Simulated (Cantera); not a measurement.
# Adiabatic ignition

An adiabatic, constant-volume homogeneous reactor starts with CH₃OH : O₂ : N₂ = 1 : 0.833 : 6.42 (molar parts), equivalence ratio 1.8, at 1175 K and 1.00 bar.

Computed with Cantera and GRI-Mech 3.0 (53 species, 325 reactions). GRI-Mech 3.0 was tuned for natural gas; its chemistry of methanol as a main component is partial and can be far from experiment.

```json
[
 {"t (s)": "1.00e-6", "T (K)": "1175", "P (bar)": "1.00", "x CH₃OH": "0.121", "x O₂": "0.101", "x HCO": "<1e-12", "x N₂O": "<1e-12", "x CO₂": "2.62e-10", "x CH₂O": "2.36e-9"},
 {"t (s)": "3.10e-6", "T (K)": "1175", "P (bar)": "1.00", "x CH₃OH": "0.121", "x O₂": "0.101", "x HCO": "<1e-12", "x N₂O": "<1e-12", "x CO₂": "9.03e-10", "x CH₂O": "1.19e-8"},
 {"t (s)": "9.63e-6", "T (K)": "1175", "P (bar)": "1.00", "x CH₃OH": "0.121", "x O₂": "0.101", "x HCO": "<1e-12", "x N₂O": "<1e-12", "x CO₂": "2.89e-9", "x CH₂O": "4.39e-8"},
 {"t (s)": "2.99e-5", "T (K)": "1175", "P (bar)": "1.00", "x CH₃OH": "0.121", "x O₂": "0.101", "x HCO": "<1e-12", "x N₂O": "<1e-12", "x CO₂": "9.07e-9", "x CH₂O": "1.51e-7"},
 {"t (s)": "9.28e-5", "T (K)": "1175", "P (bar)": "1.00", "x CH₃OH": "0.121", "x O₂": "0.101", "x HCO": "<1e-12", "x N₂O": "<1e-12", "x CO₂": "2.83e-8", "x CH₂O": "5.23e-7"},
 {"t (s)": "0.000288", "T (K)": "1175", "P (bar)": "1.00", "x CH₃OH": "0.121", "x O₂": "0.101", "x HCO": "<1e-12", "x N₂O": "1.01e-12", "x CO₂": "8.78e-8", "x CH₂O": "1.74e-6"},
 {"t (s)": "0.000894", "T (K)": "1175", "P (bar)": "1.00", "x CH₃OH": "0.121", "x O₂": "0.101", "x HCO": "2.54e-12", "x N₂O": "9.95e-12", "x CO₂": "2.73e-7", "x CH₂O": "5.80e-6"},
 {"t (s)": "0.00278", "T (K)": "1175", "P (bar)": "1.00", "x CH₃OH": "0.121", "x O₂": "0.101", "x HCO": "1.85e-11", "x N₂O": "9.19e-11", "x CO₂": "8.47e-7", "x CH₂O": "2.61e-5"},
 {"t (s)": "0.00862", "T (K)": "1176", "P (bar)": "1.00", "x CH₃OH": "0.121", "x O₂": "0.101", "x HCO": "7.28e-10", "x N₂O": "8.95e-10", "x CO₂": "2.72e-6", "x CH₂O": "0.000370"},
 {"t (s)": "0.0267", "T (K)": "2332", "P (bar)": "2.27", "x CH₃OH": "<1e-12", "x O₂": "1.40e-5", "x HCO": "6.21e-8", "x N₂O": "8.72e-9", "x CO₂": "0.0300", "x CH₂O": "4.49e-9"},
 {"t (s)": "0.0830", "T (K)": "2332", "P (bar)": "2.27", "x CH₃OH": "<1e-12", "x O₂": "1.39e-5", "x HCO": "6.20e-8", "x N₂O": "9.75e-9", "x CO₂": "0.0300", "x CH₂O": "4.49e-9"},
 {"t (s)": "0.258", "T (K)": "2332", "P (bar)": "2.27", "x CH₃OH": "<1e-12", "x O₂": "1.39e-5", "x HCO": "6.20e-8", "x N₂O": "9.86e-9", "x CO₂": "0.0300", "x CH₂O": "4.49e-9"},
 {"t (s)": "0.800", "T (K)": "2332", "P (bar)": "2.27", "x CH₃OH": "<1e-12", "x O₂": "1.39e-5", "x HCO": "6.20e-8", "x N₂O": "9.86e-9", "x CO₂": "0.0300", "x CH₂O": "4.49e-9"}
]
```
x: mole fraction; the columns are a selection and need not sum to one.

```
Item                                                                 Value
---------------------------------  ---------------------------------------
time of steepest temperature rise                                  14.8 ms
temperature at 0.800 s                                              2332 K
equilibrium temperature                                             2332 K
x(CH₃OH) at 0.800 s                  <1e-12 (gas-phase equilibrium <1e-12)
x(O₂) at 0.800 s                   1.39e-5 (gas-phase equilibrium 1.39e-5)
x(HCO) at 0.800 s                  6.20e-8 (gas-phase equilibrium 6.20e-8)
```
